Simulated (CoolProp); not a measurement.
Vapour-liquid equilibrium of methanol (1) + water (2) at 103.25 °C; x and y are mole fractions of (1).

Model: multi-fluid Helmholtz-energy mixture model, de Reuck 1993 and Wagner 2002; pair parameters Bell 2016, in CoolProp.

| x | bubble pressure, mixture model (bar) | bubble pressure, Raoult's law (bar) | y, mixture model | y, Raoult's law |
|---|---|---|---|---|
| 0.05 | … | 1.276 | 0.195 | 0.153 |
| 0.125 | … | 1.485 | 0.380 | 0.330 |
| 0.2 | 1.913 | 1.693 | 0.502 | 0.462 |
| 0.275 | … | 1.901 | 0.590 | 0.566 |
| 0.35 | 2.367 | 2.110 | 0.658 | 0.649 |
| 0.425 | 2.568 | 2.318 | … | 0.718 |
| 0.5 | 2.757 | 2.526 | 0.759 | 0.775 |
| 0.575 | 2.938 | 2.734 | 0.801 | 0.823 |
| 0.65 | 3.113 | 2.943 | 0.839 | 0.865 |
| 0.725 | 3.284 | 3.151 | 0.874 | 0.901 |
| 0.8 | … | 3.359 | 0.909 | 0.932 |
| 0.875 | 3.626 | 3.567 | 0.943 | 0.960 |
| 0.95 | 3.798 | 3.776 | 0.977 | 0.985 |

### Question
Complete the blanks.

### Answer

- 0.05, bubble pressure, mixture model (bar): 1.358
- 0.125, bubble pressure, mixture model (bar): 1.651
- 0.275, bubble pressure, mixture model (bar): 2.150
- 0.425, y, mixture model: 0.713
- 0.8, bubble pressure, mixture model (bar): 3.455

The largest gap from Raoult's law is +13.1 % in bubble pressure, at x = 0.275. No azeotrope shows between x = 0.05 and 0.95.

The pair parameters rest on a limited set of measurements; away from them the model extrapolates.
